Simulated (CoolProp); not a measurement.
A single-stage vapour-compression cycle with hydrogen chloride: evaporating at 204.15 K (dew point), condensing at 256.15 K (bubble point), superheat 2 K, subcooling 0 K, compressor efficiency 0.7, no pressure losses. Each further row changes one setting.

Model: reference Helmholtz-energy equation of state, Thol 2018, in CoolProp.

| case | cooling COP | pressure ratio | discharge temperature (K) | refrigerating effect (kJ/kg) | volumetric capacity (kJ/m³) |
|---|---|---|---|---|---|
| as stated | (withheld) | 6.96 | 414.5 | 336 | 1750 |
| evaporating temperature 209.15 K | (withheld) | (withheld) | (withheld) | 339 | 2190 |
| condensing temperature 251.15 K | (withheld) | 5.99 | (withheld) | 346 | 1800 |
| subcooling 5 K | 2.10 | 6.96 | 414.5 | 346 | 1800 |
| superheat 12 K | 1.98 | 6.96 | (withheld) | 346 | 1700 |
| compressor efficiency 0.6 | 1.75 | 6.96 | 447.1 | 336 | 1750 |

Problem. Some entries are withheld; supply them.

Solution. 
- as stated, cooling COP: 2.04
- evaporating temperature 209.15 K, cooling COP: 2.39
- evaporating temperature 209.15 K, pressure ratio: 5.52
- evaporating temperature 209.15 K, discharge temperature (K): 390.9
- condensing temperature 251.15 K, cooling COP: 2.33
- condensing temperature 251.15 K, discharge temperature (K): 393.6
- superheat 12 K, discharge temperature (K): 436.6
